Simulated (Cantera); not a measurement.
Charge: 1 mol SiC, 0.033 mol H2O, 110 mol H2, held at 1773 K and 0.133 bar.

Method: chemical equilibrium by Gibbs-energy minimisation in Cantera with the NASA 1993 tables (ideal gas, pure condensed phases). Candidate condensed phases: C, C6H6, C7H8, C8H18, H2O, Si, SiC, SiO2; 123 gas species. Equilibrium is a limit: real reactors are often held back by kinetics, nucleation or transport.

Base state: H2 0.999, H 0.000779, CO 0.000152, SiO 0.000148 (mole fractions); condensed: SiC(s).

Task: What changes in the equilibrium state with this change: temperature from 1773 K to 1050 K?

Result: 
```csv
species,before,after
H2,0.999,1.000
CH4,8.15e-6,0.000150
H,0.000779,2.22e-8
CO,0.000152,1.47e-8
SiO,0.000148,4.95e-9
"SiC(s), mol",0.982,0.984
"SiO2(β-quartz), mol",0,0.0165
```
Mutual solubility and eutectic melting of coexisting phases are not modelled.

Task: What changes in the equilibrium state with this change: H2O from 0.033 to 2.4 mol?

Result: 
```
species                 before     after
--------------------  --------  --------
H2                       0.999     0.982
CO                    0.000152   0.00875
SiO                   0.000148   0.00667
H2O                    9.09e-8   0.00142
H                     0.000779  0.000772
SiC(s), mol              0.982         0
SiO2(condensed), mol         0     0.238
```
The tables hold silica as quartz up to 1696 K and as liquid above; real silica turns to tridymite and cristobalite and melts near 1996 K.
